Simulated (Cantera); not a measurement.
Input: 1 mol HCl, 0.084 mol O2, 11 mol N2, at 75.0 Torr.

These are equilibrium values from Cantera (NASA tables, ideal gas, pure condensed phases), not measurements of a reactor. Candidate condensed phases: H2O, NH4Cl; 29 gas species. Rates play no part.

x: gas mole fraction; nothing condenses.

```json
[
 {"T (K)": "1900", "x N2": "0.906", "x Cl": "0.0158", "x HCl": "0.0664", "x H": "2.00e-5", "x O": "4.77e-5", "x H2O": "0.00781"},
 {"T (K)": "2100", "x N2": "0.905", "x Cl": "0.0205", "x HCl": "0.0617", "x H": "0.000215", "x O": "0.000165", "x H2O": "0.00947"},
 {"T (K)": "2300", "x N2": "0.901", "x Cl": "___", "x HCl": "___", "x H": "___", "x O": "___", "x H2O": "0.00964"},
 {"T (K)": "2500", "x N2": "0.894", "x Cl": "0.0348", "x HCl": "0.0465", "x H": "0.00597", "x O": "0.00121", "x H2O": "0.00792"},
 {"T (K)": "2700", "x N2": "0.882", "x Cl": "0.0460", "x HCl": "0.0342", "x H": "0.0167", "x O": "0.00297", "x H2O": "0.00485"},
 {"T (K)": "2900", "x N2": "0.866", "x Cl": "0.0574", "x HCl": "0.0214", "x H": "0.0338", "x O": "0.00570", "x H2O": "0.00196"},
 {"T (K)": "3100", "x N2": "0.852", "x Cl": "0.0663", "x HCl": "___", "x H": "___", "x O": "___", "x H2O": "___"},
 {"T (K)": "3300", "x N2": "0.843", "x Cl": "0.0716", "x HCl": "0.00515", "x H": "0.0643", "x O": "0.0101", "x H2O": "9.64e-5"}
]
```

**Question.** Fill in the missing entries.

**Answer.** 
- 3100, x HCl: 0.0112
- 3100, x H: 0.0518
- 3100, x O: 0.00834
- 3100, x H2O: 0.000506
- 2300, x Cl: 0.0261
- 2300, x HCl: 0.0558
- 2300, x H: 0.00144
- 2300, x O: 0.000448
